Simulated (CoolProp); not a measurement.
Vapour-liquid equilibrium of CF4 (R14) (1) + R13 (2) at 330 kPa; x and y are mole fractions of (1).

The numbers come from the multi-fluid Helmholtz-energy mixture model, Platzer 1990 and Platzer 1990; pair parameters Bell 2016 in CoolProp. This equation is an older, rougher fit; its heat capacities, sound speeds and derivatives of the liquid may be far off and weren't checked against measurements.

Problem. Give the bubble temperature and the first vapour's composition at x = 0.35, 0.5, 0.95. Is there an azeotrope?

Solution. x = 0.35: 181.2 K, y = 0.871; x = 0.5: 175.5 K, y = 0.925; x = 0.95: 165.3 K, y = 0.995. No azeotrope shows between x = 0.05 and 0.95.

The pair parameters rest on a limited set of measurements; away from them the model extrapolates.
